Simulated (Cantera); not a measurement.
A closed system holds: 1 mol K2SO4, 7.6 mol CO2, 3.2 mol O2, equilibrated at 1025 K and 20.0 mbar.

Equilibrium computed with Cantera from the NASA thermochemical tables; the gas is ideal and each condensed phase is pure. Candidate condensed phases: C, K, KO2, K2CO3, K2O, K2O2, K2S, K2SO4, S; 26 gas species. Equilibrium is a limit: real reactors are often held back by kinetics, nucleation or transport.

Base state: CO2 0.704, O2 0.296 (mole fractions); condensed: K2SO4(s).

Problem. What changes in the equilibrium state with this change: 0.069 mol CH4 added?

Solution. 
```
species        before   after
-------------  ------  ------
CO2             0.704   0.706
O2              0.296   0.282
H2O                 0  0.0127
K2SO4(s), mol   1.000   1.000
```
Further candidate phases: C6H6, C7H8, C8H18, H2O, H2SO4, KOH.
